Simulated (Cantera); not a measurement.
A closed system holds: 1 mol SiH4, 1.7 mol NH3, held at 525 °C and 10.0 mbar.

These are equilibrium values from Cantera (NASA tables, ideal gas, pure condensed phases), not measurements of a reactor. Candidate condensed phases: Si, Si3N4; 18 gas species. Kinetics and transport are ignored.

Base state: H2 0.961, N2 0.0387 (mole fractions); condensed: Si3N4(s).

Q: What changes in the equilibrium state with this change: SiH4 replaced by trisilylamine?

A: 
| species | before | after |
|---|---|---|
| H2 | 0.961 | 1.00 |
| N2 | 0.0387 | <1e-9 |
| Si3N4(s), mol | 0.333 | 0.675 |
| Si(s), mol | 0 | 0.975 |
The feed counts by its element totals alone.
